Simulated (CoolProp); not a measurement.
Values from CoolProp's reference Helmholtz-energy equation of state, Lemmon 2004. It is a short technical equation, of lower accuracy than the large ones.

Q: Give the vapour pressure (MPa), liquid viscosity (µPa s), liquid conductivity (mW/(m K)) of saturated n-dodecane at 405.3, 446.8, 613 K.

A: 
| T (K) | p (MPa) | liquid viscosity (µPa s) | liquid conductivity (mW/(m K)) |
|---|---|---|---|
| 405.3 | 0.00798 | 377 | 112 |
| 446.8 | 0.0325 | 269 | 103 |
| 613 | 0.977 | 65.7 | 72.4 |

Viscosity comes from a separate model (Huber 2004). Thermal conductivity comes from a separate model (Huber 2004).
